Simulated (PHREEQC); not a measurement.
0.023 g of hydrous ferric oxide (600 m²/g; 0.2 weak and 0.005 strong sites per Fe, Dzombak-Morel constants, diffuse double layer) in 1 kg of water with 0.001 mol/kgw of an inert sodium salt, at 25 °C; the pH is set by adding NaOH or the inert anion's acid. O2 is buffered at 0.21 atm. No CO2 enters from the air. Nothing may precipitate in this run.

Base run: PHREEQC, ion-association model, wateq4f.dat. Each further column changes one thing. The table gives surface charge σ (C/m²).

```
pH      base  background salt from 0.001 to 0.0001 mol/kgw  oxide from 0.023 to 0.11 g/kgw  9.1e-06 mol/kgw BaCl2 added
----  ------  --------------------------------------------  ------------------------------  ---------------------------
4      0.117                                             ?                           0.118                        0.118
5.5    0.031                                         0.011                           0.031                            ?
6.5    0.011                                             ?                           0.011                        0.011
8      0.000                                         0.000                           0.000                        0.001
9.5   -0.008                                        -0.003                          -0.009                            ?
10.5  -0.028                                             ?                          -0.028                       -0.020
12    -0.200                                             ?                          -0.200                            ?
```

**Question.** Some entries are withheld; supply them.

**Answer.** 
- 4, background salt from 0.001 to 0.0001 mol/kgw: 0.066
- 5.5, 9.1e-06 mol/kgw BaCl2 added: 0.032
- 6.5, background salt from 0.001 to 0.0001 mol/kgw: 0.004
- 9.5, 9.1e-06 mol/kgw BaCl2 added: -0.007
- 10.5, background salt from 0.001 to 0.0001 mol/kgw: -0.017
- 12, background salt from 0.001 to 0.0001 mol/kgw: -0.196
- 12, 9.1e-06 mol/kgw BaCl2 added: -0.143
